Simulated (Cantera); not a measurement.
What does this Cantera script print?

```python
import numpy as np
import cantera as ct

gas_names = [...]  # 109 gases of nasa_gas.yaml made of C, Cl, H, Si
cond_names = """
    C(gr) C6H6(L) C7H8(L) C8H18(L),n-octa Si(cr) Si(L) SiC(b)
""".split()


# ... load() reads the species with a 1 bar reference pressure and builds the phases ...
atoms = {
    'Si(CH3)4': {'Si': 1, 'C': 4, 'H': 12},
    'HCl': {'H': 1, 'CL': 1},
    'H2': {'H': 2},
}
top_T = {'C(gr)': 4500, 'SiC(b)': 3050}  # K; cautious upper limits of use, not melting points


# ... equilibrate(T, P, feed) seeds the gas with the atoms and calls Mixture.equilibrate('TP', solver="vcs", rtol=1e-11, max_steps=5000) ...
results = []
feed = {'Si(CH3)4': 1, 'HCl': 0.047, 'H2': 610}  # mol
P = 33000  # Pa
for T in [1050, 1150, 1250, 1350, 1450, 1550, 1650, 1750, 1850, 1950, 2050, 2150, 2250]:
    mix = equilibrate(T, P, feed)
    results.append((T, P, feed, dict(zip(mix.species_names, mix.species_moles))))

top = {s: max(r[3][s] / sum(r[3][g] for g in gas_names) for r in results) for s in gas_names}
cols = sorted((s for s in top if top[s] > 1e-05), key=lambda s: -top[s])[:7]
seen = [c for c in cond_names if any(r[3].get(c, 0) > 1e-12 for r in results)]
print("log10 of partial pressures in bar; condensed amounts in mol")
print(f"{'T/K':>10s}" + "".join(f"{s[:9]:>10s}" for s in cols + seen))
for T, P, feed, n in results:
    ng = sum(n[g] for g in gas_names)
    print(f"{T:10.4g}" + "".join(f"{np.log10(max(n[s] / ng * P / 1e5, 1e-99)):10.3f}" for s in cols)
          + "".join(f"{n.get(c, 0):10.4g}" for c in seen))
```

Result:

```
log10 of partial pressures in bar; condensed amounts in mol
       T/K        H2         H       CH4 C2H2,acet        Si       HCL       SiH     C(gr)    SiC(b)
      1050    -0.484    -8.333    -2.792   -10.032   -17.283    -4.597   -15.872         0         1
      1150    -0.484    -7.369    -2.792    -8.284   -15.421    -4.597   -14.341         0         1
      1250    -0.483    -6.557    -2.925    -7.082   -13.727    -4.597   -12.926    0.7883         1
      1350    -0.482    -5.864    -3.204    -6.389   -12.120    -4.598   -11.557     1.833         1
      1450    -0.482    -5.265    -3.445    -5.794   -10.737    -4.599   -10.379     2.324         1
      1550    -0.482    -4.743    -3.656    -5.277    -9.534    -4.599    -9.355     2.566         1
      1650    -0.482    -4.283    -3.840    -4.823    -8.478    -4.599    -8.457     2.672    0.9999
      1750    -0.482    -3.874    -4.003    -4.422    -7.544    -4.599    -7.663     2.671    0.9997
      1850    -0.482    -3.510    -4.148    -4.065    -6.712    -4.599    -6.957     2.542    0.9986
      1950    -0.483    -3.182    -4.278    -3.745    -5.967    -4.600    -6.324     2.228    0.9947
      2050    -0.484    -2.886    -4.396    -3.458    -5.295    -4.601    -5.755      1.63    0.9804
      2150    -0.486    -2.618    -4.503    -3.198    -4.686    -4.603    -5.240    0.6143    0.9304
      2250    -0.488    -2.373    -4.659    -3.075    -4.076    -4.607    -4.716         0    0.7369
```

These are equilibrium values from Cantera (NASA tables, ideal gas, pure condensed phases), not measurements of a reactor. Gases not in the tables: Si2H6 and higher silanes.
